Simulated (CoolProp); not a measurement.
The numbers come from the reference Helmholtz-energy equation of state, Lemmon 2006 in CoolProp. It is a short technical equation, of lower accuracy than the large ones.

Give the vapour pressure (MPa), liquid cp (kJ/(kg K)), surface tension (mN/m) of saturated R141b at 111.55, 131.55 °C.


```tsv
T (°C)	p (MPa)	liquid cp (kJ/(kg K))	surface tension (mN/m)
111.55	0.869	1.33	8.17
131.55	1.29	1.41	6.09
```

Surface tension comes from a separate correlation (Mulero 2012).
